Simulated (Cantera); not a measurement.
What does this Cantera script print?

```python
import numpy as np
import cantera as ct

surf = ct.Interface("diamond.yaml", "diamond_100")
gas, bulk = surf.adjacent["gas"], surf.adjacent["diamond"]
k = surf.kinetics_species_index(bulk.species_names[0])
cover = ["c6HH", "c6H*", "c6*H", "c6**", "c6HM", "c6B"]

rows, drift = [], 0.0
print(f"{'T':>10s}{'um/h':>11s}" + "".join(f"{s:>11s}" for s in cover))
for v in [925, 975, 1025, 1075, 1125, 1175, 1225, 1275, 1325, 1375]:
    T, P, xH, xCH3 = v, 1600, 0.021, 0.00013
    gas.TPX = T, P, {"H": xH, "CH3": xCH3, "CH4": 0.024, "H2": 1 - xH - xCH3 - 0.024}
    surf.TP = bulk.TP = T, P
    surf.coverages = "c6H*:0.1, c6HH:0.9"
    surf.advance_coverages(100.0)
    before = surf.coverages
    surf.advance_coverages(100.0)
    drift = max(drift, np.max(np.abs(surf.coverages - before) / (surf.coverages + 1e-9)))
    rate = surf.net_production_rates[k] * bulk.mean_molecular_weight / bulk.density * 3.6e9
    rows.append([rate, *surf[cover].coverages])
    print(f"{v:10.4g}{rate:11.4e}" + "".join(f"{x:11.3e}" for x in rows[-1][1:]))
```

It prints:

```
         T       um/h       c6HH       c6H*       c6*H       c6**       c6HM        c6B
       925 7.4953e-01  6.636e-01  1.222e-02  3.128e-01  5.446e-03  4.635e-03  2.034e-09
       975 9.6418e-01  6.167e-01  1.616e-02  3.541e-01  8.126e-03  3.689e-03  2.616e-09
      1025 1.1719e+00  5.719e-01  2.057e-02  3.919e-01  1.160e-02  2.897e-03  3.180e-09
      1075 1.3043e+00  5.298e-01  2.538e-02  4.257e-01  1.594e-02  2.157e-03  3.539e-09
      1125 1.2584e+00  4.907e-01  3.049e-02  4.554e-01  2.119e-02  1.423e-03  3.415e-09
      1175 1.0182e+00  4.547e-01  3.581e-02  4.808e-01  2.737e-02  7.827e-04  2.763e-09
      1225 7.4011e-01  4.216e-01  4.122e-02  5.021e-01  3.444e-02  3.626e-04  2.008e-09
      1275 5.6482e-01  3.913e-01  4.665e-02  5.193e-01  4.236e-02  1.522e-04  1.533e-09
      1325 5.0169e-01  3.639e-01  5.202e-02  5.328e-01  5.106e-02  6.184e-05  1.361e-09
      1375 4.9636e-01  3.390e-01  5.728e-02  5.431e-01  6.045e-02  2.495e-05  1.347e-09
```

Cantera simulation using the Harris–Goodwin 1993 mechanism for the reconstructed diamond (100) surface; the numbers are that mechanism's predictions, not measurements.
